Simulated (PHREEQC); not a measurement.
## Reverse-osmosis permeate: an equilibrium model

Model water analysis in mg/L, 25 °C, pH 6.79, pe 8.9: Na 9.2; K 6.72e-05; Ca 8.4; Mg 3.72; Cl 7.44; S(6) as SO4 19.5; Alkalinity as HCO3 32.1; N(5) as NO3 0.254.

Valence states are taken as typed.

All values are PHREEQC results (ion-association model, phreeqc.dat), not measurements.

```
Item                           Result
--------------------  ---------------
ionic strength        0.00166 mol/kgw
specific conductance        124 µS/cm
charge-balance error           -0.9 %
```

```tsv
species	molality	activity	log γ
HCO3-	0.000524	0.000501	-0.019
Na+	0.000400	0.000382	-0.020
Cl-	0.000210	0.000200	-0.020
Ca+2	0.000204	0.000170	-0.078
SO4-2	0.000193	0.000161	-0.078
CO2	0.000183	0.000183	0.000
Mg+2	0.000148	0.000124	-0.077
CaSO4	4.88e-6	4.89e-6	0.000
MgSO4	4.67e-6	4.68e-6	0.000
NO3-	4.10e-6	3.91e-6	-0.020
CaHCO3+	1.14e-6	1.09e-6	-0.019
```

Precipitation was switched off in this run.
